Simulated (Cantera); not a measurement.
Feed: 1 mol ZrO2, 4.2 mol H2, 1.7 mol N2, at 1950 K and 9.50 mbar.

Equilibrium computed with Cantera from the NASA thermochemical tables; the gas is ideal and each condensed phase is pure. Candidate condensed phases: H2O, Zr, ZrN, ZrO2; 28 gas species. Mutual solubility and eutectic melting of coexisting phases are not modelled. ZrN: taken at fixed stoichiometry. Condensed phases not in the tables: solid solutions among these carbides, nitrides and lower oxides. Rates play no part.

Question: What is the equilibrium state?

Answer: 
| Quantity | Result |
|---|---|
| x(H2) | 0.703 |
| x(N2) | 0.287 |
| x(H) | 0.00986 |
| x(H2O) | 3.45e-5 |
| n(ZrN(s)) | 0.000102 mol |
| n(ZrO2(tetragonal)) | 1.000 mol |
| gas amount | 5.929 mol |
| log10 activity of Zr(β) (absent) | -3.71 |
